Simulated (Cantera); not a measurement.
Al(CH3)3 + N2O + H2 (aluminium nitride and oxide growth)

Feed: 1 mol Al(CH3)3, 40 mol N2O, 2 mol H2, held at 0.580 bar.

Equilibrium computed with Cantera from the NASA thermochemical tables; the gas is ideal and each condensed phase is pure. Candidate condensed phases: Al, AlN, Al2O3, C, C6H6, C7H8, C8H18, H2O; 148 gas species. The feed counts by its element totals alone. Gases not in the tables: Al(OH)3. Kinetics and transport are ignored.

| T (°C) | x N2 | x O2 | x H2O | x CO2 | x NO | x OH | n Al2O3(s) |
|---|---|---|---|---|---|---|---|
| 400 | 0.640 | 0.208 | 0.104 | 0.0480 | 1.35e-7 | 1.03e-11 | 0.500 |
| 600 | 0.640 | 0.208 | 0.104 | 0.0480 | 5.67e-6 | 7.82e-9 | 0.500 |
| 800 | 0.640 | 0.208 | 0.104 | 0.0480 | 5.93e-5 | 5.07e-7 | 0.500 |
| 1000 | 0.640 | 0.208 | 0.104 | 0.0480 | 0.000297 | 8.89e-6 | 0.500 |
| 1200 | 0.640 | 0.207 | 0.104 | 0.0480 | 0.000958 | 7.17e-5 | 0.500 |
| 1400 | 0.639 | 0.207 | 0.104 | 0.0480 | 0.00233 | 0.000351 | 0.500 |
| 1600 | 0.637 | 0.205 | 0.103 | 0.0479 | 0.00469 | 0.00122 | 0.500 |
| 1800 | 0.635 | 0.203 | 0.102 | 0.0476 | 0.00820 | 0.00331 | 0.500 |
| 2000 | 0.631 | 0.199 | 0.0992 | 0.0465 | 0.0129 | 0.00746 | 0.500 |
x: gas mole fraction; n: condensed amount in mol.

From 400 °C to 2000 °C the condensed part is Al2O3(s).
